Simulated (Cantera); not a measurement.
**Al(CH3)3 + N2O + N2 (aluminium nitride and oxide growth)**

Input: 1 mol Al(CH3)3, 3.5 mol N2O, 570 mol N2, held at 21.0 mbar.

Equilibrium computed with Cantera from the NASA thermochemical tables; the gas is ideal and each condensed phase is pure. Candidate condensed phases: Al, AlN, Al2O3, C, C6H6, C7H8, C8H18, H2O; 148 gas species. The feed counts by its element totals alone. Mutual solubility and eutectic melting of coexisting phases are not modelled. Condensed phases not in the tables: aluminium oxynitride. Kinetics and transport are ignored.

```tsv
T (K)	x N2	x H2	x CO	x H	x Al	x CO2	n Al2O3(s)	n C(graphite)	n AlN(s)
698	0.989	0.00757	0.00230	<1e-12	<1e-12	0.000489	0.500	1.37	0
848	0.989	0.00775	0.00343	1.16e-11	<1e-12	5.65e-6	0.500	1.01	0
998	0.989	0.00776	0.00345	1.31e-9	<1e-12	1.48e-7	0.500	1.000	0
1148	0.989	0.00776	0.00345	4.35e-8	<1e-12	1.02e-8	0.500	0.998	0
1298	0.987	0.00775	0.00516	6.51e-7	7.11e-12	6.16e-9	0.168	0	0.663
1448	0.987	0.00775	0.00516	5.60e-6	3.26e-9	1.12e-8	0.167	0	0.665
1598	0.987	0.00773	0.00516	3.23e-5	4.68e-7	1.84e-8	0.167	0	0.666
1748	0.987	0.00768	0.00516	0.000138	2.82e-5	2.76e-8	0.166	0	0.646
1898	0.986	0.00750	0.00516	0.000467	0.000747	4.34e-8	0.109	0	0
2048	0.985	0.00708	0.00515	0.00130	0.000791	3.95e-7	0.114	0	0
2198	0.985	0.00619	0.00515	0.00302	0.000833	2.64e-6	0.112	0	0
```
x: gas mole fraction; n: condensed amount in mol.

From 698 K to 1148 K the condensed part is Al2O3(s) + C(graphite). From 1298 K to 1748 K the condensed part is AlN(s) + Al2O3(s). From 1898 K to 2198 K the condensed part is Al2O3(s).
